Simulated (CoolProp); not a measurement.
Aqueous propylene glycol as a coolant, at 24 °C, 1 atm.

Computed with CoolProp (Melinder's fits for secondary coolants).

| mass % | freezing point (°C) | density (kg/m³) | cp (kJ/(kg K)) | viscosity (mPa s) | Prandtl number |
|---|---|---|---|---|---|
| 1.9 | -0.4 | 999.0 | 4.161 | 0.979 | 6.85 |
| 8.8 | -2.4 | 1004 | 4.092 | 1.24 | 9.10 |
| 15.7 | -5.2 | 1010 | 4.028 | 1.55 | 12.0 |
| 22.5 | -8.4 | 1015 | 3.958 | 1.96 | 16.0 |
| 29.4 | -12.4 | 1021 | 3.876 | 2.51 | 21.6 |
| 36.3 | -17.3 | 1027 | 3.778 | 3.25 | 29.3 |
| 43.2 | -23.8 | 1032 | 3.666 | 4.19 | 39.4 |
| 50.1 | -32.3 | 1037 | 3.544 | 5.36 | 52.6 |
